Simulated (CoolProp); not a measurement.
Computed with CoolProp (reference Helmholtz-energy equation of state, Tillner-Roth 1997).

**Question.** Give the vapour pressure (bar), enthalpy of vaporisation (kJ/kg), vapour Z, surface tension (mN/m) of saturated CH2F2 (R32) at 0.45, 14.75, 50.25 °C.

**Answer.** 
```tsv
T (°C)	p (bar)	enthalpy of vaporisation (kJ/kg)	vapour Z	surface tension (mN/m)
0.45	8.25	315	0.842	10.9
14.75	12.7	291	0.791	8.46
50.25	31.6	209	0.616	3.04
```

Surface tension comes from a separate correlation (Mulero 2012).
